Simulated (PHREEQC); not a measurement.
Synthetic water in mmol/kgw, 20 °C, pH 3.86: Na 57.9; K 2.65; Ca 4.19; Mg 4.63; Cl 18.5; S(6) 29.6; Br 0.811.

Valence states are taken as typed.

Equilibrium calculation in PHREEQC: Pitzer model, pitzer.dat.

Problem. The ionic strength comes out as 0.117 mol/kgw. What activity coefficients do H+, HSO4-, Mg+2, Br-, K+ get?

Solution. H+ 0.75, HSO4- 0.77, Mg+2 0.28, Br- 0.76, K+ 0.76. Single-ion values are on the MacInnes scale.

Precipitation was switched off in this run.
